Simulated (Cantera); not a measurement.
## Chlorosilane synthesis and conversion: SiCl4 + HCl + H2 + Cl2

Feed: 1 mol SiCl4, 1.1 mol HCl, 2.5 mol H2, 1.6 mol Cl2, at 1.00 bar.

Cantera equilibrium calculation (NASA polynomials, part measured and part estimated; ideal gas, pure solids and liquids). Candidate condensed phases: Si; 19 gas species. The tables' values for SiCl3 are old estimates; treat these amounts as uncertain. Kinetics and transport are ignored.

| T (°C) | x HCl | x SiCl4 | x H2 | x SiCl3 | x SiHCl3 |
|---|---|---|---|---|---|
| 452 | 0.694 | 0.161 | 0.145 | 3.56e-9 | 1.04e-5 |
| 527 | 0.694 | 0.161 | 0.145 | 5.55e-8 | 3.05e-5 |
| 602 | 0.694 | 0.161 | 0.145 | 5.35e-7 | 7.38e-5 |
| 677 | 0.694 | 0.161 | 0.145 | 3.58e-6 | 0.000154 |
| 752 | 0.694 | 0.161 | 0.145 | 1.81e-5 | 0.000289 |
| 827 | 0.694 | 0.161 | 0.145 | 7.26e-5 | 0.000494 |
| 902 | 0.694 | 0.160 | 0.144 | 0.000243 | 0.000785 |
| 977 | 0.695 | 0.159 | 0.144 | 0.000696 | 0.00117 |
| 1052 | 0.696 | 0.158 | 0.142 | 0.00175 | 0.00165 |
| 1127 | 0.699 | 0.154 | 0.140 | 0.00392 | 0.00219 |
x: gas mole fraction; nothing condenses.

From 452 °C to 1127 °C nothing is condensed. The main Si-bearing gas is SiCl4 throughout.
